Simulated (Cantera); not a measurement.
Charge: 1 mol BF₃, 36 mol H₂, 2.9 mol N₂, equilibrated at 1500 K and 10000 Pa.

Equilibrium computed with Cantera from the NASA thermochemical tables; the gas is ideal and each condensed phase is pure. Candidate condensed phases: B, BN; 31 gas species. The tables' values for BF₂ are old estimates; treat these amounts as uncertain. Rates play no part.

Problem. What is the equilibrium state?

Solution. 
```json
{
 "x(H₂)": "0.893",
 "x(N₂)": "0.0701",
 "x(BF₃)": "0.0189",
 "x(HF)": "0.0165",
 "x(BHF₂)": "0.000782",
 "x(BF₂)": "0.000181",
 "x(H)": "5.26e-5",
 "x(BF)": "4.74e-6",
 "x(NH₃)": "1.38e-6",
 "n(BN(s))": "0.207 mol",
 "gas_amount": "39.90 mol",
 "log10 activity of B(s) (absent)": "-3.05"
}
```
